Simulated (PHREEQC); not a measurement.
1 kg of water holding 0.019 mol/kgw SrCl2, 0.091 mol/kgw MgCl2, 0.47 mol/kgw NaCl, 0.041 mol/kgw CaCl2 and 0.3 mol/kgw KCl is evaporated at 15 °C; the solids stay in contact with the brine. No CO2 enters from the air. Only these solids could form: Bischofite, Brucite, Carnallite, Halite, Portlandite, Sylvite, MgCl2_4H2O.

The series has 20 steps of water left (kg), from 1 to 0.01767.

The numbers come from PHREEQC with the Pitzer model, pitzer.dat.

Q: Which solids form, in which order, and at which step of the series does each first stand?

A: Sylvite from water left = 0.1407 kg; Halite from water left = 0.1156 kg; Carnallite from water left = 0.02667 kg.
